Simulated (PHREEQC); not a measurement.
Make-up at 20 °C: 0.00014 mol/kgw HF, 6.9e-05 mol/kgw NH4HF2 and 0.00083 mol/kgw H2SiF6. Closed to the air; pH follows from the charge balance.

Computed with PHREEQC (ion-association model, phreeqc.dat).

| Property | Value |
|---|---|
| pH | 2.80 |
| ionic strength | 0.00225 mol/kgw |
| total alkalinity | -5.19 meq/kg |

```json
[
 {"species": "H+", "molality": "0.00167", "activity": "0.00159", "log γ": "-0.021"},
 {"species": "HF", "molality": "0.00145", "activity": "0.00145", "log γ": "0.000"},
 {"species": "F-", "molality": "0.000701", "activity": "0.000665", "log γ": "-0.023"},
 {"species": "SiF6-2", "molality": "0.000516", "activity": "0.000421", "log γ": "-0.089"},
 {"species": "H4SiO4", "molality": "0.000314", "activity": "0.000314", "log γ": "0.000"},
 {"species": "NH4+", "molality": "6.90e-5", "activity": "6.54e-5", "log γ": "-0.023"},
 {"species": "HF2-", "molality": "3.74e-6", "activity": "3.55e-6", "log γ": "-0.023"}
]
```

No solid was allowed to form. Examples of supersaturated solids here: Quartz (slow to form), Chalcedony (slow to form). Others may be too. SiF6-2 is the database's only silicon fluoride.
